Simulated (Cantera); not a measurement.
Cantera with NASA thermochemical tables; ideal gases at 1 bar, condensed phases pure. Values are per mole of reaction as written; species without (g) are pure solids or liquids, kept so even where they would boil at 1 bar.

2 Na2CO3 + C → 4 Na(g) + 3 CO2(g), with ΔH° = 1510.2 kJ and ΔS° = 972.7 J/K at 300 K.

Question: How far is the shortcut ΔG° ≈ ΔH°(300 K) − T·ΔS°(300 K) from the full temperature-dependent value at 498, 573, 648, 723, 798, 873, 948 K?

Answer: 
```csv
T (K),shortcut (kJ),full (kJ),difference (kJ),difference in log10 K
498,1025.8,1028.4,-2.6,0.27
573,952.8,958.0,-5.1,0.47
648,879.9,888.6,-8.7,0.70
723,806.9,820.5,-13.5,0.98
798,734.0,753.4,-19.4,1.27
873,661.0,687.0,-26.0,1.55
948,588.1,621.2,-33.2,1.83
```
The shortcut ignores the heat-capacity change of the reaction.
